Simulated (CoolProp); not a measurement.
Acetone at several states: Z from the reference equation and from simpler models built on Tc = 508.1 K, pc = 4.692 MPa, ω = 0.307; each cubic takes its own stable root.

Computed with CoolProp (reference Helmholtz-energy equation of state, Lemmon 2006). It is a short technical equation, of lower accuracy than the large ones.

```tsv
T (K)	p (MPa)	phase	reference
317.8	4.09	liquid	0.1172
457.2	0.06	gas	0.9926
441.9	0.0122	gas	0.9983
368	3.15	liquid	0.08469
457.6	0.0292	gas	0.9964
```

Task: How far does each simpler model (van der Waals, Redlich-Kwong) lie from the reference over these 5 states: mean and median of the absolute difference, and the worst?

Result: 
- van der Waals: mean 36.9 %, median 0.3 %, worst +92.4 % at 317.8 K and 4.09 MPa
- Redlich-Kwong: mean 13.3 %, median 0.2 %, worst +33.8 % at 368 K and 3.15 MPa
